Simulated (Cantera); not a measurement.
Mixture: CH4 : CO : O2 : N2 = 1 : 0.13 : 1.72 : 6.47 (molar parts), equivalence ratio 1.2, at 3750 Torr, adiabatic and at constant pressure. Ignition delay is the time to a rise of 400 K.

Computed with Cantera and GRI-Mech 3.0 (53 species, 325 reactions).

Problem. What does this change do: N2 6.47 to 13 parts?

Solution. 
```
quantity                                                before       after
--------------------------------------------------  ----------  ----------
delay at 1150 K                                        25.9 ms     49.4 ms
delay at 1350 K                                        1.96 ms     3.90 ms
delay at 1550 K                                       0.231 ms    0.436 ms
delay at 1750 K                                        41.7 µs     71.2 µs
delay at 1950 K                                        11.5 µs     18.6 µs
apparent activation energy between 1850 and 2050 K  170 kJ/mol  180 kJ/mol
```

Problem. What does this change do: pressure from 3750 Torr to 750 Torr?

Solution. 
| quantity | before | after |
|---|---|---|
| delay at 1150 K | 25.9 ms | 0.121 s |
| delay at 1350 K | 1.96 ms | 7.26 ms |
| delay at 1550 K | 0.231 ms | 0.785 ms |
| delay at 1750 K | 41.7 µs | 0.157 ms |
| delay at 1950 K | 11.5 µs | 48.9 µs |
| apparent activation energy between 1850 and 2050 K | 170 kJ/mol | 160 kJ/mol |
